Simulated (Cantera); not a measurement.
A closed system holds: 1 mol SiH2Cl2, 12 mol N2, a varied amount of H2, at 873.15 K and 29.0 Pa.

These are equilibrium values from Cantera (NASA tables, ideal gas, pure condensed phases), not measurements of a reactor. Candidate condensed phases: NH4Cl, Si, Si3N4; 28 gas species. N2 is the only nitrogen source here; it is nearly inert below about 1500 K, so the nitride shown seldom forms there in practice. Rates play no part.

x: gas mole fraction; n: condensed amount in mol.

```
n(H2) (mol)   x N2    x H2   x HCl  x SiCl4  x SiHCl3  n Si3N4(s)
-----------  -----  ------  ------  -------  --------  ----------
1.2          0.781  0.0860   0.131  0.00169   2.38e-6       0.325
2.1          0.735     ___   0.127      ___       ___       0.330
3.4            ___     ___   0.119      ___       ___       0.332
5.7          0.596   0.300   0.105  6.84e-5   4.19e-7       0.333
9.6          0.494   0.419  0.0871  1.89e-5   1.95e-7       0.333
16           0.386   0.545  0.0682  4.93e-6   8.45e-8       0.333
27           0.281   0.669  0.0496  1.13e-6   3.28e-8       0.333
```

**Question.** What belongs in the gaps?

**Answer.** 
- 3.4, x N2: 0.677
- 3.4, x H2: 0.204
- 3.4, x SiCl4: 0.000223
- 3.4, x SiHCl3: 8.21e-7
- 2.1, x H2: 0.137
- 2.1, x SiCl4: 0.000613
- 2.1, x SiHCl3: 1.42e-6
